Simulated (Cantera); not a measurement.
A Cantera script and its output.

```python
import numpy as np
import cantera as ct

surf = ct.Interface("diamond.yaml", "diamond_100")
gas, bulk = surf.adjacent["gas"], surf.adjacent["diamond"]
k = surf.kinetics_species_index(bulk.species_names[0])
cover = ["c6HH", "c6H*", "c6*H", "c6**", "c6HM", "c6B"]

rows, drift = [], 0.0
print(f"{'xH':>10s}{'um/h':>11s}" + "".join(f"{s:>11s}" for s in cover))
for v in [0.0001, 0.00024, 0.00059, 0.0014, 0.0035, 0.0086, 0.021, 0.051, 0.12]:
    T, P, xH, xCH3 = 1375, 1000, v, 7.9e-05
    gas.TPX = T, P, {"H": xH, "CH3": xCH3, "CH4": 0.029, "H2": 1 - xH - xCH3 - 0.029}
    surf.TP = bulk.TP = T, P
    surf.coverages = "c6H*:0.1, c6HH:0.9"
    surf.advance_coverages(100.0)
    before = surf.coverages
    surf.advance_coverages(100.0)
    drift = max(drift, np.max(np.abs(surf.coverages - before) / (surf.coverages + 1e-9)))
    rate = surf.net_production_rates[k] * bulk.mean_molecular_weight / bulk.density * 3.6e9
    rows.append([rate, *surf[cover].coverages])
    print(f"{v:10.4g}{rate:11.4e}" + "".join(f"{x:11.3e}" for x in rows[-1][1:]))
```

Result:

```
        xH       um/h       c6HH       c6H*       c6*H       c6**       c6HM        c6B
    0.0001 2.5866e-04  6.897e-01  2.922e-02  2.774e-01  3.598e-03  2.990e-06  7.019e-13
   0.00024 1.7530e-03  5.548e-01  4.142e-02  3.933e-01  1.051e-02  4.272e-06  4.757e-12
   0.00059 8.8771e-03  4.491e-01  5.025e-02  4.771e-01  2.337e-02  5.344e-06  2.409e-11
    0.0014 2.9283e-02  3.897e-01  5.452e-02  5.176e-01  3.798e-02  6.265e-06  7.946e-11
    0.0035 7.0700e-02  3.584e-01  5.634e-02  5.348e-01  5.022e-02  7.413e-06  1.918e-10
    0.0086 1.2114e-01  3.447e-01  5.699e-02  5.410e-01  5.716e-02  8.565e-06  3.287e-10
     0.021 1.6762e-01  3.390e-01  5.726e-02  5.432e-01  6.050e-02  9.345e-06  4.549e-10
     0.051 2.1475e-01  3.365e-01  5.741e-02  5.440e-01  6.198e-02  9.595e-06  5.827e-10
      0.12 2.8242e-01  3.355e-01  5.758e-02  5.442e-01  6.264e-02  9.302e-06  7.664e-10
```

Detailed kinetics in Cantera: the Harris–Goodwin 1993 mechanism for the reconstructed diamond (100) surface.
